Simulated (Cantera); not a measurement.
SiO2 + CH4 + N2 (carbothermic reduction)

Charge: 1 mol SiO2, a varied amount of CH4, 18 mol N2, held at 1125 °C and 13.3 mbar.

Method: chemical equilibrium by Gibbs-energy minimisation in Cantera with the NASA 1993 tables (ideal gas, pure condensed phases). Candidate condensed phases: C, C6H6, C7H8, C8H18, H2O, Si, SiC, SiO2, Si2N2O, Si3N4; 151 gas species. N2 is the only nitrogen source here; it is nearly inert below about 1500 K, so the nitride shown seldom forms there in practice. Mutual solubility and eutectic melting of coexisting phases are not modelled. The tables hold silica as quartz up to 1696 K and as liquid above; real silica turns to tridymite and cristobalite and melts near 1996 K. Kinetics and transport are ignored.

| n(CH4) (mol) | x N2 | x H2 | x CO | x HCN | x SiO | n SiO2(β-quartz) | n Si2N2O(s) | n C(graphite) |
|---|---|---|---|---|---|---|---|---|
| 0.45 | 0.930 | 0.0469 | 0.0234 | 8.54e-7 | 3.82e-5 | 0.700 | 0.150 | 0 |
| 0.97 | 0.859 | 0.0942 | 0.0471 | 2.40e-6 | 3.92e-5 | 0.353 | 0.323 | 0 |
| 1.5 | 0.795 | 0.136 | 0.0682 | 1.58e-5 | 2.05e-5 | 0 | 0.500 | 0 |
| 2 | 0.761 | 0.174 | 0.0652 | 0.000178 | 6.44e-6 | 0 | 0.500 | 0.496 |
| 2.5 | 0.729 | 0.208 | 0.0625 | 0.000190 | 6.44e-6 | 0 | 0.500 | 0.995 |
| 3 | 0.700 | 0.240 | 0.0600 | 0.000200 | 6.44e-6 | 0 | 0.500 | 1.49 |
| 3.6 | 0.668 | 0.275 | 0.0572 | 0.000209 | 6.44e-6 | 0 | 0.500 | 2.09 |
| 4.1 | 0.643 | 0.301 | 0.0551 | 0.000215 | 6.44e-6 | 0 | 0.500 | 2.59 |
| 4.6 | 0.620 | 0.326 | 0.0532 | 0.000220 | 6.44e-6 | 0 | 0.500 | 3.09 |
| 5.1 | 0.599 | 0.349 | 0.0514 | 0.000223 | 6.44e-6 | 0 | 0.500 | 3.59 |
x: gas mole fraction; n: condensed amount in mol.

From 0.45 mol CH4 to 0.97 mol CH4 the condensed part is SiO2(β-quartz) + Si2N2O(s). At 1.5 mol CH4 the condensed part is Si2N2O(s). From 2 mol CH4 to 5.1 mol CH4 the condensed part is C(graphite) + Si2N2O(s). The main Si-bearing gas is SiO throughout.
